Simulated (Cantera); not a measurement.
## Gas activation for diamond growth

An isothermal, constant-pressure homogeneous reactor starts with CH4 : H2 : H = 0.11 : 1 : 0.14 (molar parts), at 2673 K and 0.0415 atm.

Computed with Cantera and GRI-Mech 3.0 (53 species, 325 reactions). GRI-Mech 3.0 stops at C3 and has no aromatics, soot or wall deposition, so with more carbon than oxygen in the feed, carbon stays in small species such as C2H2 where larger ones or solid carbon would form. Radical loss at walls, strong at low pressure, is not modelled.

| t (s) | x CH4 | x H2 | x H | x C2H4 | x C2H2 | x C2H |
|---|---|---|---|---|---|---|
| 4.00e-5 | 0.0246 | 0.886 | 0.0469 | 0.000932 | 0.0178 | 9.49e-5 |
| 0.000102 | 0.0149 | 0.900 | 0.0435 | 0.000358 | 0.0280 | 0.000137 |
| 0.000261 | 0.00608 | 0.907 | 0.0455 | 8.56e-5 | 0.0358 | 0.000182 |
| 0.000666 | 0.00158 | 0.904 | 0.0530 | 1.40e-5 | 0.0396 | 0.000234 |
| 0.00170 | 0.000323 | 0.894 | 0.0648 | 4.74e-6 | 0.0406 | 0.000297 |
| 0.00434 | 6.44e-5 | 0.875 | 0.0841 | 2.84e-6 | 0.0403 | 0.000391 |
| 0.0111 | 1.85e-5 | 0.841 | 0.119 | 1.56e-6 | 0.0395 | 0.000565 |
| 0.0283 | 7.48e-6 | 0.789 | 0.172 | 7.77e-7 | 0.0381 | 0.000835 |
| 0.0722 | 4.39e-6 | 0.751 | 0.211 | 5.03e-7 | 0.0370 | 0.00105 |
| 0.184 | 4.05e-6 | 0.745 | 0.217 | 4.71e-7 | 0.0368 | 0.00108 |
| 0.471 | 4.05e-6 | 0.745 | 0.217 | 4.70e-7 | 0.0368 | 0.00108 |
| 1.20 | 4.05e-6 | 0.745 | 0.217 | 4.70e-7 | 0.0368 | 0.00108 |
| 3.07 | 4.05e-6 | 0.745 | 0.217 | 4.70e-7 | 0.0368 | 0.00108 |
| 7.83 | 4.05e-6 | 0.745 | 0.217 | 4.70e-7 | 0.0368 | 0.00108 |
| 20.0 | 4.05e-6 | 0.745 | 0.217 | 4.70e-7 | 0.0368 | 0.00108 |
x: mole fraction; the columns are a selection and need not sum to one.

Equilibrium at this temperature and pressure: CH4 4.09e-6, H2 0.745, H 0.217, C2H4 4.70e-7, C2H2 0.0368, C2H 0.00108 (gas phase only).
